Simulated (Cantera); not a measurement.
Input: 1 mol c-C4F8, 0.5 mol F2, held at 10.0 Torr.

Cantera equilibrium calculation (NASA polynomials, part measured and part estimated; ideal gas, pure solids and liquids). Candidate condensed phases: C; 13 gas species. The feed counts by its element totals alone. The tables' values for C2F4 are old estimates; treat these amounts as uncertain. Gases not in the tables: C2F6 and larger saturated fluorocarbons. Rates play no part.

x: gas mole fraction; n: condensed amount in mol.

| T (K) | x CF4 | x F | x CF2 | x CF | x CF3 | n C(graphite) |
|---|---|---|---|---|---|---|
| 1048 | 1.00 | 8.95e-10 | 2.22e-8 | <1e-12 | 3.52e-8 | 1.75 |
| 1198 | 1.000 | 8.40e-8 | 1.28e-6 | <1e-12 | 9.32e-7 | 1.75 |
| 1348 | 1.000 | 2.87e-6 | 2.95e-5 | 1.03e-10 | 1.18e-5 | 1.75 |
| 1498 | 1.000 | 4.86e-5 | 0.000359 | 7.87e-9 | 9.01e-5 | 1.75 |
| 1648 | 0.996 | 0.000491 | 0.00275 | 2.71e-7 | 0.000470 | 1.75 |
| 1798 | 0.980 | 0.00337 | 0.0148 | 5.12e-6 | 0.00184 | 1.73 |
| 1948 | 0.918 | 0.0169 | 0.0594 | 6.04e-5 | 0.00558 | 1.69 |
| 2098 | 0.742 | 0.0651 | 0.180 | 0.000479 | 0.0128 | ___ |
| 2248 | 0.408 | 0.189 | 0.381 | 0.00259 | 0.0193 | ___ |
| 2398 | 0.105 | 0.389 | 0.482 | 0.00915 | 0.0148 | ___ |
| 2548 | 0.0128 | 0.585 | 0.374 | 0.0221 | 0.00585 | ___ |

Q: Fill in the missing entries.

A: 
- 2098, n C(graphite): 1.55
- 2248, n C(graphite): 1.24
- 2398, n C(graphite): 0.990
- 2548, n C(graphite): 1.38
